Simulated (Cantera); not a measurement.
# Hydrogen reduction and annealing atmospheres: FeS2 + H2 + H2O

Input: 1 mol FeS2, 200 mol H2, 0.04 mol H2O, at 0.0100 bar.

These are equilibrium values from Cantera (NASA tables, ideal gas, pure condensed phases), not measurements of a reactor. Candidate condensed phases: Fe, FeO, Fe(OH)2, Fe(OH)3, FeS, FeSO4, FeS2, Fe2O3, Fe2(SO4)3, Fe3O4, H2O, H2SO4, S; 22 gas species. Metal and sulfide melt together well below either melting point, which pure phases cannot show. Mutual solubility and eutectic melting of coexisting phases are not modelled. FeS: taken at fixed stoichiometry. Gases not in the tables: S3 to S7. Rates play no part.

From 1275 K to 1325 K the condensed part is Fe(γ) + FeS(s). From 1375 K to 1625 K the condensed part is Fe(γ). From 1675 K to 1775 K the condensed part is Fe(δ). The main Fe-bearing gas is Fe throughout.

| T (K) | x H2 | x H2S | x H | x Fe | x S2 | x SH | x S | x H2O | n Fe(γ) | n FeS(s) | n Fe(δ) |
|---|---|---|---|---|---|---|---|---|---|---|---|
| 1275 | 0.993 | 0.00625 | 7.35e-6 | 5.28e-8 | 2.31e-5 | 2.71e-5 | 9.09e-8 | 0.000200 | 0.265 | 0.735 | 0 |
| 1325 | 0.992 | 0.00791 | 1.63e-5 | 2.20e-7 | 7.07e-5 | 6.18e-5 | 3.44e-7 | 0.000200 | 0.623 | 0.377 | 0 |
| 1375 | 0.990 | 0.00949 | 3.41e-5 | 8.21e-7 | 0.000186 | 0.000128 | 1.14e-6 | 0.000200 | 1.000 | 0 | 0 |
| 1425 | 0.990 | 0.00918 | 6.79e-5 | 2.79e-6 | 0.000303 | 0.000205 | 2.84e-6 | 0.000200 | 0.999 | 0 | 0 |
| 1475 | 0.990 | 0.00875 | 0.000129 | 8.74e-6 | 0.000462 | 0.000313 | 6.51e-6 | 0.000200 | 0.998 | 0 | 0 |
| 1525 | 0.990 | 0.00820 | 0.000235 | 2.53e-5 | 0.000659 | 0.000456 | 1.39e-5 | 0.000200 | 0.995 | 0 | 0 |
| 1575 | 0.990 | 0.00756 | 0.000414 | 6.83e-5 | 0.000882 | 0.000635 | 2.77e-5 | 0.000200 | 0.986 | 0 | 0 |
| 1625 | 0.990 | 0.00685 | 0.000702 | 0.000173 | 0.00111 | 0.000849 | 5.18e-5 | 0.000199 | 0.965 | 0 | 0 |
| 1675 | 0.990 | 0.00613 | 0.00116 | 0.000415 | 0.00133 | 0.00109 | 9.15e-5 | 0.000199 | 0 | 0 | 0.917 |
| 1725 | 0.989 | 0.00541 | 0.00185 | 0.000942 | 0.00151 | 0.00136 | 0.000154 | 0.000199 | 0 | 0 | 0.811 |
| 1775 | 0.987 | 0.00473 | 0.00287 | 0.00204 | 0.00166 | 0.00164 | 0.000246 | 0.000198 | 0 | 0 | 0.590 |
x: gas mole fraction; n: condensed amount in mol.
